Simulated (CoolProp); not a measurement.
CH3F (R41) at 384.23 K and 8.78 MPa is throttled through a valve to 0.255 MPa with no heat exchange. Each further row changes one setting.

Computed with CoolProp (reference Helmholtz-energy equation of state, Lemmon 2006). It is a short technical equation, of lower accuracy than the large ones.

```
case                        temperature change (K)  final density (kg/m³)
--------------------------  ----------------------  ---------------------
as stated                                    -94.9                   3.69
outlet pressure 0.0765 MPa                   -98.4                   1.10
outlet pressure 0.332 MPa                    -93.4                   4.82
```
